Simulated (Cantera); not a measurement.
An isothermal plug-flow reactor at 823 K and 500000 Pa (inlet), inlet velocity 0.062 m/s, active area per volume 410 1/m; feed CO : O2 : N2 = 0.0046 : 0.066 : 0.79 (molar parts), equivalence ratio 0.035.

Detailed kinetics in Cantera: Deutschmann's 1995 Pt surface mechanism with GRI-Mech 3.0 gas chemistry. Catalytic surfaces can have several steady states; this one follows from the mechanism file's or the stated starting coverage. Mass transfer to the wall is taken as infinitely fast.

x: gas mole fraction; θ: surface coverage.

```json
[
 {"z (m)": "0.00042", "x CO": "…", "x O2": "0.0747", "x H2O": "<1e-12", "x CO2": "0.00430", "θ free Pt": "0.0318", "θ O*": "0.968"},
 {"z (m)": "0.00075", "x CO": "…", "x O2": "0.0745", "x H2O": "<1e-12", "x CO2": "0.00481", "θ free Pt": "0.0298", "θ O*": "0.970"},
 {"z (m)": "0.0013", "x CO": "…", "x O2": "0.0743", "x H2O": "<1e-12", "x CO2": "0.00516", "θ free Pt": "0.0287", "θ O*": "0.971"},
 {"z (m)": "0.0024", "x CO": "…", "x O2": "0.0742", "x H2O": "<1e-12", "x CO2": "0.00533", "θ free Pt": "0.0282", "θ O*": "0.972"},
 {"z (m)": "0.0042", "x CO": "…", "x O2": "0.0742", "x H2O": "<1e-12", "x CO2": "0.00536", "θ free Pt": "0.0281", "θ O*": "0.972"},
 {"z (m)": "0.0075", "x CO": "…", "x O2": "0.0742", "x H2O": "<1e-12", "x CO2": "0.00536", "θ free Pt": "0.0281", "θ O*": "0.972"},
 {"z (m)": "0.013", "x CO": "<1e-12", "x O2": "0.0742", "x H2O": "<1e-12", "x CO2": "0.00536", "θ free Pt": "0.0281", "θ O*": "0.972"},
 {"z (m)": "0.024", "x CO": "<1e-12", "x O2": "0.0742", "x H2O": "<1e-12", "x CO2": "0.00536", "θ free Pt": "0.0281", "θ O*": "0.972"},
 {"z (m)": "0.042", "x CO": "<1e-12", "x O2": "0.0742", "x H2O": "<1e-12", "x CO2": "0.00536", "θ free Pt": "0.0281", "θ O*": "0.972"}
]
```

Some entries are withheld; supply them.


- 0.00042, x CO: 0.00106
- 0.00075, x CO: 0.000544
- 0.0013, x CO: 0.000200
- 0.0024, x CO: 3.00e-5
- 0.0042, x CO: 1.41e-6
- 0.0075, x CO: 5.30e-9
